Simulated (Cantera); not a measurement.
A perfectly stirred reactor is fed with N2O : H2O = 1 : 0.012 (molar parts), at 0.0133 bar; it is held at 1075 K, and followed from long to short residence time.

Computed with Cantera and GRI-Mech 3.0 (53 species, 325 reactions). GRI-Mech 3.0 was tuned for natural gas; its chemistry of N2O as a main component is partial and can be far from experiment. Radical loss at walls, strong at low pressure, is not modelled. The mechanism lacks the step 2 NO + O2 → 2 NO2, which can matter for NO2 below about 1400 K. The temperature is held fixed by assumption; the heat of reaction is taken as removed at once.

```csv
quantity,before,after
x(N2O) at τ = 6.20 s,0.982,0.742
x(H2O) at τ = 6.20 s,0.0118,0.0109
x(H) at τ = 6.20 s,6.14e-11,4.72e-11
x(NO) at τ = 6.20 s,0.000156,0.00780
x(HO2) at τ = 6.20 s,4.05e-7,2.75e-8
x(N2O) at τ = 0.130 s,0.988,0.981
x(H2O) at τ = 0.130 s,0.0119,0.0118
x(H) at τ = 0.130 s,1.66e-11,5.66e-11
x(NO) at τ = 0.130 s,4.62e-6,0.000198
x(HO2) at τ = 0.130 s,3.13e-7,3.57e-7
```

Question: Which change was made?
A. temperature 1075 to 1325 K
B. pressure from 0.0133 bar to 0.870 bar
C. temperature 1075 to 1550 K
D. temperature 1075 to 1200 K

Answer: B, pressure from 0.0133 bar to 0.870 bar
